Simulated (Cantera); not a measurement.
What does this Cantera script print?

```python
import numpy as np
import cantera as ct

gas = ct.Solution("SiF4_NH3_mec.yaml", "gas")
gas.TPX = 1823, 68000, {'NH3': 1, 'H2': 0.58}
reactor = ct.IdealGasConstPressureReactor(gas, energy="off", clone=False)
net = ct.ReactorNet([reactor])
net.rtol, net.atol = 1e-08, 1e-18
show = ['NH3', 'H2', 'N2H4', 'N', 'NH2', 'NH', 'N2']
times = np.geomspace(9e-06, 30, 11)

steps = ct.SolutionArray(gas, extra=["t"])
rows = []
print(f"{'t/s':>10s}{'T/K':>9s}{'P/Pa':>11s}" + "".join(f"{s:>11s}" for s in show))
for t in times:
    while net.time < t:
        t_next = net.step()
        steps.append(gas.state, t=t_next)
    rows.append([np.interp(t, steps.t, y) for y in (steps.T, steps.P, *steps(*show).X.T)])
    print(f"{t:10.3e}{rows[-1][0]:9.1f}{rows[-1][1]:11.4g}" + "".join(f"{x:11.3e}" for x in rows[-1][2:]))
rate = np.gradient(steps.T, steps.t)
print("integrator steps:", len(steps.t))
if steps.T.max() > steps.T[0] + 200:
    print(f"time of steepest temperature rise: {steps.t[rate.argmax()]:.4e} s")
gas.TPX = 1823, 68000, {'NH3': 1, 'H2': 0.58}
gas.equilibrate("TP")
print(f"equilibrium (TP): T = {gas.T:.1f} K  " + "  ".join(f"{s} {gas[s].X[0]:.3e}" for s in show))
```

Output:

```
       t/s      T/K       P/Pa        NH3         H2       N2H4          N        NH2         NH         N2
 9.000e-06   1823.0    6.8e+04  6.329e-01  3.671e-01  9.060e-11  9.178e-13  8.084e-06  1.433e-09  4.535e-12
 4.041e-05   1823.0    6.8e+04  6.329e-01  3.671e-01  1.986e-09  1.250e-10  3.635e-05  3.355e-08  5.676e-09
 1.815e-04   1823.0    6.8e+04  6.327e-01  3.671e-01  3.744e-08  1.026e-08  1.565e-04  6.266e-07  3.360e-06
 8.149e-04   1823.0    6.8e+04  6.317e-01  3.677e-01  1.817e-07  1.006e-07  3.442e-04  2.931e-06  2.302e-04
 3.659e-03   1823.0    6.8e+04  6.267e-01  3.711e-01  1.852e-07  1.052e-07  3.476e-04  3.012e-06  1.748e-03
 1.643e-02   1823.0    6.8e+04  6.051e-01  3.861e-01  1.768e-07  1.064e-07  3.396e-04  2.990e-06  8.359e-03
 7.379e-02   1823.0    6.8e+04  5.206e-01  4.447e-01  1.446e-07  1.106e-07  3.071e-04  2.886e-06  3.425e-02
 3.313e-01   1823.0    6.8e+04  2.938e-01  6.021e-01  6.660e-08  1.167e-07  2.085e-04  2.425e-06  1.037e-01
 1.488e+00   1823.0    6.8e+04  5.740e-02  7.661e-01  6.170e-09  9.165e-08  6.349e-05  1.179e-06  1.762e-01
 6.681e+00   1823.0    6.8e+04  4.995e-03  8.023e-01  9.057e-11  2.195e-08  7.699e-06  2.007e-07  1.922e-01
 3.000e+01   1823.0    6.8e+04  7.737e-04  8.052e-01  2.317e-12  3.752e-09  1.232e-06  3.318e-08  1.935e-01
integrator steps: 1270
equilibrium (TP): T = 1823.0 K  NH3 5.982e-06  H2 8.058e-01  N2H4 1.397e-16  N 2.913e-11  NH2 9.534e-09  NH 2.572e-10  N2 1.938e-01
```

Computed with Cantera and the gas-phase N/H chemistry of the illustrative SiF4/NH3 mechanism in the Surface Chemkin manual (1991). Walls and surfaces, which speed up NH3 decomposition in real reactors, are not modelled.
